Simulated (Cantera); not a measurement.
An adiabatic, constant-pressure homogeneous reactor starts with 5.43 % CH₄, 0.380 % CO, 19.7 % O₂, 74.5 % N₂, equivalence ratio 0.56, at 1600 K and 510000 Pa.

Cantera simulation using GRI-Mech 3.0 (53 species, 325 reactions); the numbers are that mechanism's predictions, not measurements.

One state of this run: T (K) = 2594; x CH₄ = <1e-12; x CO = 0.00501; x O₂ = 0.0777; x H₂ = 0.00149; x C₂H₂ = <1e-12. x: mole fraction; the columns are a selection and need not sum to one.

Which value of t (s) does it belong to?
(A) 4.54e-5
(B) 9.69e-5
(C) 0.0880
(D) 2.13e-5

C, 0.0880
